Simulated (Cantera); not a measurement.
**Aluminium nitride and oxide growth: Al(CH₃)₃ + NH₃ + N₂**

Feed: 1 mol Al(CH₃)₃, 1.2 mol NH₃, 730 mol N₂, held at 21.0 mbar.

Equilibrium computed with Cantera from the NASA thermochemical tables; the gas is ideal and each condensed phase is pure. Candidate condensed phases: Al, AlN, C, C₆H₆, C₇H₈, C₈H₁₈; 97 gas species. The feed counts by its element totals alone. The numbers say what is thermodynamically allowed, not how fast it happens.

From 327 °C to 1527 °C the condensed part is AlN(s) + C(graphite). From 1727 °C to 1927 °C the condensed part is C(graphite).

| T (°C) | log p N₂ | log p H₂ | log p H | log p HCN | log p Al | log p HNC | n AlN(s) | n C(graphite) |
|---|---|---|---|---|---|---|---|---|
| 327 | -1.68 | -3.76 | <-13 | -12.67 | <-13 | <-13 | 1.00 | 2.90 |
| 527 | -1.68 | -3.75 | -13.41 | -9.74 | <-13 | -13.36 | 1.00 | 3.00 |
| 727 | -1.68 | -3.75 | -10.52 | -8.00 | <-13 | -10.83 | 1.00 | 3.00 |
| 927 | -1.68 | -3.75 | -8.58 | -6.84 | <-13 | -9.14 | 1.00 | 2.99 |
| 1127 | -1.68 | -3.75 | -7.19 | -6.02 | -10.95 | -7.94 | 1.00 | 2.97 |
| 1327 | -1.68 | -3.75 | -6.14 | -5.41 | -7.98 | -7.05 | 1.000 | 2.86 |
| 1527 | -1.68 | -3.77 | -5.33 | -4.94 | -5.68 | -6.36 | 0.926 | 2.58 |
| 1727 | -1.68 | -3.81 | -4.69 | -4.58 | -4.55 | -5.82 | 0 | 2.00 |
| 1927 | -1.68 | -3.91 | -4.21 | -4.32 | -4.55 | -5.42 | 0 | 1.11 |
log p: log10 of the partial pressure in bar; n: condensed amount in mol.
